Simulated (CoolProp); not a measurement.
Vapour-liquid equilibrium of toluene (1) + o-xylene (2) at 397.9 K; x and y are mole fractions of (1).

Values from CoolProp's multi-fluid Helmholtz-energy mixture model, Lemmon 2006 and Zhou 2012; pair parameters Bell 2016.

Q: Give the bubble pressure and the first vapour's composition at x = 0.275, 0.875, 0.95. Is there an azeotrope?

A: x = 0.275: 0.8297 bar, y = 0.484; x = 0.875: 1.377 bar, y = 0.944; x = 0.95: 1.445 bar, y = 0.978. No azeotrope shows between x = 0.05 and 0.95.

Pair parameters are fitted to limited data, so mixtures are less certain than the pure fluids.
